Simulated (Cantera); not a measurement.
A Cantera script and what it prints.

```python
import numpy as np
import cantera as ct

gas_names = """
    CL CL2 H HCL H2 Si SiCL SiCL2 SiCL3 SiCL4 SiH SiHCL3 SiH2 SiH2CL2 SiH3 SiH3CL SiH4 Si2 Si3
""".split()
cond_names = """
    Si(cr) Si(L)
""".split()


def load(file, names, dense=False):
    # The tables refer to 1 bar. Condensed volumes are neglected.
    table = {s.name: s for s in ct.Species.list_from_file(file)}
    out = []
    for n in names:
        d = dict(table[n].input_data)
        d["thermo"] = dict(d["thermo"], **{"reference-pressure": 1e5})
        if dense:
            d["equation-of-state"] = {"model": "constant-volume", "density": "1e6 g/cm^3"}
        out.append(ct.Species.from_dict(d))
    return out


gas = ct.Solution(thermo="ideal-gas", species=load("nasa_gas.yaml", gas_names))
cond = {s.name: ct.Solution(thermo="fixed-stoichiometry", species=[s], name=s.name)
        for s in load("nasa_condensed.yaml", cond_names, dense=True)}
atoms = {
    'SiCl4': {'Si': 1, 'CL': 4},
    'H2': {'H': 2},
}
top_T = {}  # K; cautious upper limits of use, not melting points


def equilibrate(T, P, feed):
    n = {}
    for name, mol in feed.items():
        for a, k in atoms[name].items():
            n[a] = n.get(a, 0.0) + k * mol
    gas.TPX = T, P, n
    mass = sum(n.values()) * gas.mean_molecular_weight
    gas.equilibrate("TP")
    valid = [c for c in cond.values() if c.min_temp <= T <= top_T.get(c.name, c.max_temp)]
    mix = ct.Mixture([(gas, mass / gas.mean_molecular_weight)] + [(c, 0.0) for c in valid])
    mix.T, mix.P = T, P
    mix.equilibrate("TP", solver="vcs", rtol=1e-11, max_steps=5000)
    return mix


results = []
feed = {'SiCl4': 1, 'H2': 360}  # mol
T = 1400  # K
P = 190  # Pa
mix = equilibrate(T, P, feed)
results.append((T, P, feed, dict(zip(mix.species_names, mix.species_moles))))
x = sorted(zip(gas.X, gas.species_names), reverse=True)
print(f"T = {T:g} K  P = {P:g} Pa  gas = {mix.phase_moles(0):.4g} mol")
print("   x: " + "  ".join(f"{s} {v:.3e}" for v, s in x if v > 1e-06))
print("   condensed (mol): " + ("  ".join(f"{mix.phase(i).name} {mix.phase_moles(i):.4g}"
      for i in range(1, mix.n_phases) if mix.phase_moles(i) > 1e-12) or "none"))
```

Output:

```
T = 1400 K  P = 190 Pa  gas = 362 mol
   x: H2 9.892e-01  HCL 1.040e-02  SiCL2 3.227e-04  H 1.110e-04
   condensed (mol): Si(cr) 0.8824
```

Equilibrium computed with Cantera from the NASA thermochemical tables; the gas is ideal and each condensed phase is pure.
